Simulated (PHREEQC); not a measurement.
Consider water at 25 °C with 0.0002 mol/kgw HF, 0.0017 mol/kgw NH4F and 3.8e-07 mol/kgw H4SiO4. Closed to the air; pH follows from the charge balance.

Model: ion-association model, phreeqc.dat, run in PHREEQC.

Precipitation was switched off in this run.

### Question
What pH, specific conductance does the model give?

### Answer
pH 4.25; specific conductance 235 µS/cm.

### Question
In which forms is F present?

### Answer
F- 92 %, HF 7.4 % of the F.

Complexes and solids missing from the database can't appear. SiF6-2 is the database's only silicon fluoride.
